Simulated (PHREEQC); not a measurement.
Make-up at 22 °C: 0.053 mol CuCl2, 0.042 mol HNO3 and 0.014 mol NaCl per kg of water. Closed to the air; pH follows from the charge balance.

Computed with PHREEQC (ion-association model, wateq4f.dat).

### Question
The ionic strength comes out as 0.206 mol/kgw. What activity coefficients do CuCl+, Cu+2, Na+, NO3-, Cl- get?

### Answer
CuCl+ 0.72, Cu+2 0.33, Na+ 0.74, NO3- 0.69, Cl- 0.71.

This is a speciation only: nothing precipitates in the calculation.
